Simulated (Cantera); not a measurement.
What does this Cantera script print?

```python
import numpy as np
import cantera as ct

gas_names = """
    CL CL2 H HCL H2 Si SiCL SiCL2 SiCL3 SiCL4 SiH SiHCL3 SiH2 SiH2CL2 SiH3 SiH3CL SiH4 Si2 Si3
""".split()
cond_names = """
    Si(cr) Si(L)
""".split()


# ... load() reads the species with a 1 bar reference pressure and builds the phases ...
atoms = {
    'SiCl4': {'Si': 1, 'CL': 4},
    'HCl': {'H': 1, 'CL': 1},
    'H2': {'H': 2},
}
top_T = {}  # K; cautious upper limits of use, not melting points


# ... equilibrate(T, P, feed) seeds the gas with the atoms and calls Mixture.equilibrate('TP', solver="vcs", rtol=1e-11, max_steps=5000) ...
results = []
T = 1198.15  # K
P = 390  # Pa
for m in [57, 130, 200, 280, 350, 420, 500, 570, 640, 720]:
    feed = {'SiCl4': 1, 'HCl': 0.036, 'H2': m}  # mol
    mix = equilibrate(T, P, feed)
    results.append((T, P, feed, dict(zip(mix.species_names, mix.species_moles))))

top = {s: max(r[3][s] / sum(r[3][g] for g in gas_names) for r in results) for s in gas_names}
cols = sorted((s for s in top if top[s] > 0.001), key=lambda s: -top[s])[:5]
seen = [c for c in cond_names if any(r[3].get(c, 0) > 1e-12 for r in results)]
print("log10 of partial pressures in bar; condensed amounts in mol")
print(f"{'n(H2)':>10s}" + "".join(f"{s[:9]:>10s}" for s in cols + seen))
for T, P, feed, n in results:
    ng = sum(n[g] for g in gas_names)
    print(f"{feed['H2']:10.4g}" + "".join(f"{np.log10(max(n[s] / ng * P / 1e5, 1e-99)):10.3f}" for s in cols)
          + "".join(f"{n.get(c, 0):10.4g}" for c in seen))
```

Output:

```
log10 of partial pressures in bar; condensed amounts in mol
     n(H2)        H2       HCL     SiCL2    Si(cr)
        57    -2.435    -3.703    -4.599    0.5364
       130    -2.421    -3.984    -5.174     0.752
       200    -2.417    -4.148    -5.507    0.8291
       280    -2.415    -4.282    -5.777    0.8739
       350    -2.414    -4.373    -5.959    0.8975
       420    -2.413    -4.448    -6.110    0.9136
       500    -2.412    -4.520    -6.256    0.9267
       570    -2.412    -4.575    -6.365    0.9354
       640    -2.412    -4.623    -6.463    0.9422
       720    -2.411    -4.673    -6.562    0.9484
```

Method: chemical equilibrium by Gibbs-energy minimisation in Cantera with the NASA 1993 tables (ideal gas, pure condensed phases). The tables' values for SiCl3 are old estimates; treat these amounts as uncertain.
